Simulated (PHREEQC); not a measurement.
Consider water at 25 °C with 3.4 mmol/kgw NaH2PO4, 0.03 mmol/kgw HCl and 0.06 mmol/kgw H3AsO4. Closed to the air; pH follows from the charge balance.

Computed with PHREEQC (ion-association model, wateq4f.dat).

### Question
The ionic strength comes out as 0.00347 mol/kgw. What activity coefficients do Cl-, H2PO4-, Na+, HPO4-2, H2AsO4- get?

### Answer
Cl- 0.94, H2PO4- 0.94, Na+ 0.94, HPO4-2 0.78, H2AsO4- 0.94.

Precipitation was switched off in this run. Species that the database lacks are ignored. H3PO4, which wateq4f.dat lacks, is added to it with the constant of phreeqc.dat.
